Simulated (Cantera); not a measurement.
**Hydrogen reduction and annealing atmospheres: Fe3O4 + H2 + N2**

Feed: 1 mol Fe3O4, 1.2 mol H2, 1.5 mol N2, equilibrated at 10.0 mbar.

These are equilibrium values from Cantera (NASA tables, ideal gas, pure condensed phases), not measurements of a reactor. Candidate condensed phases: Fe, FeO, Fe(OH)2, Fe(OH)3, Fe2O3, Fe3O4, H2O; 27 gas species. The tables' stoichiometric FeO is somewhat more stable than real wüstite, so its field is too wide. FeO: taken at fixed stoichiometry. Kinetics and transport are ignored.

From 1673 K to 2073 K the condensed part is FeO(l). The main Fe-bearing gas is Fe throughout.

| T (K) | x N2 | x H2O | x H2 | x Fe | x H | x OH | n FeO(l) |
|---|---|---|---|---|---|---|---|
| 1673 | 0.555 | 0.370 | 0.0739 | 3.79e-5 | 0.000310 | 7.46e-5 | 3.00 |
| 1723 | 0.555 | 0.370 | 0.0738 | 8.48e-5 | 0.000495 | 0.000136 | 3.00 |
| 1773 | 0.555 | 0.370 | 0.0736 | 0.000181 | 0.000772 | 0.000240 | 3.00 |
| 1823 | 0.555 | 0.370 | 0.0733 | 0.000367 | 0.00117 | 0.000412 | 3.00 |
| 1873 | 0.554 | 0.369 | 0.0728 | 0.000716 | 0.00174 | 0.000686 | 3.00 |
| 1923 | 0.554 | 0.369 | 0.0720 | 0.00134 | 0.00253 | 0.00111 | 3.00 |
| 1973 | 0.552 | 0.368 | 0.0709 | 0.00241 | 0.00359 | 0.00177 | 2.99 |
| 2023 | 0.550 | 0.367 | 0.0692 | 0.00418 | 0.00500 | 0.00276 | 2.99 |
| 2073 | 0.547 | 0.365 | 0.0669 | 0.00697 | 0.00680 | 0.00422 | 2.98 |
x: gas mole fraction; n: condensed amount in mol.
